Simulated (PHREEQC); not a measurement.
Dissolve 0.0016 mol/kgw CdCl2, 8.2e-05 mol/kgw CaCl2 and 0.0075 mol/kgw HCl at 25 °C. Closed to the air; pH follows from the charge balance.

All values are PHREEQC results (ion-association model, phreeqc.dat), not measurements.

Q: The ionic strength comes out as 0.0113 mol/kgw. What activity coefficients do Cl-, Cd+2, H+, CdCl+, Ca+2 get?

A: Cl- 0.90, Cd+2 0.65, H+ 0.91, CdCl+ 0.90, Ca+2 0.66.

This is a speciation only: nothing precipitates in the calculation.
